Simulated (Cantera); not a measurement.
# Formation from one mole of O2

Cantera with NASA thermochemical tables; ideal gases at 1 bar, condensed phases pure. Values are per mole of reaction as written; species without (g) are pure solids or liquids, kept so even where they would boil at 1 bar.

2 Si + O2(g) = 2 SiO(g)

```csv
T (K),ΔH° (kJ),ΔS° (J/K),ΔG° (kJ),log10 K
300,-200.9,180.3,-255.0,44.39
600,-204.7,171.7,-307.7,26.79
700,-206.1,169.5,-324.7,24.23
800,-207.6,167.5,-341.6,22.30
900,-209.2,165.6,-358.2,20.79
1000,-210.8,163.9,-374.7,19.57
1100,-212.5,162.3,-391.0,18.57
1200,-214.3,160.8,-407.2,17.72
1300,-216.1,159.3,-423.2,17.00
```

0.8 V + O2(g) = 0.4 V2O5

```tsv
T (K)	ΔH° (kJ)	ΔS° (J/K)	ΔG° (kJ)	log10 K	condensed phases
300	-620.2	-176.0	-567.4	98.80	V(s), V2O5(s)
600	-617.2	-169.5	-515.5	44.88	V(s), V2O5(s)
700	-615.9	-167.4	-498.7	37.21	V(s), V2O5(s)
800	-614.5	-165.5	-482.0	31.47	V(s), V2O5(s)
900	-613.0	-163.9	-465.6	27.02	V(s), V2O5(s)
1000	-585.6	-134.8	-450.8	23.55	V(s), V2O5(l)
1100	-583.9	-133.2	-437.4	20.77	V(s), V2O5(l)
1200	-582.3	-131.8	-424.2	18.46	V(s), V2O5(l)
1300	-580.9	-130.6	-411.1	16.52	V(s), V2O5(l)
```

2 Ti + O2(g) = 2 TiO(g)

| T (K) | ΔH° (kJ) | ΔS° (J/K) | ΔG° (kJ) | log10 K | condensed phases |
|---|---|---|---|---|---|
| 300 | 108.8 | 200.3 | 48.7 | -8.48 | Ti(α) |
| 600 | 104.1 | 189.6 | -9.6 | 0.84 | Ti(α) |
| 700 | 102.4 | 187.0 | -28.5 | 2.12 | Ti(α) |
| 800 | 100.5 | 184.5 | -47.0 | 3.07 | Ti(α) |
| 900 | 98.4 | 182.0 | -65.4 | 3.79 | Ti(α) |
| 1000 | 96.1 | 179.6 | -83.5 | 4.36 | Ti(α) |
| 1100 | 93.1 | 176.7 | -101.3 | 4.81 | Ti(α) |
| 1200 | 82.3 | 167.3 | -118.5 | 5.16 | Ti(β) |
| 1300 | 80.5 | 165.9 | -135.2 | 5.43 | Ti(β) |

V + O2(g) = VO2(g)

```tsv
T (K)	ΔH° (kJ)	ΔS° (J/K)	ΔG° (kJ)	log10 K
300	-232.7	31.1	-242.0	42.13
600	-235.2	25.2	-250.3	21.79
700	-235.9	24.0	-252.7	18.86
800	-236.7	23.0	-255.1	16.65
900	-237.5	22.0	-257.3	14.94
1000	-238.4	21.1	-259.5	13.55
1100	-239.4	20.2	-261.6	12.42
1200	-240.4	19.3	-263.5	11.47
1300	-241.6	18.3	-265.4	10.66
```
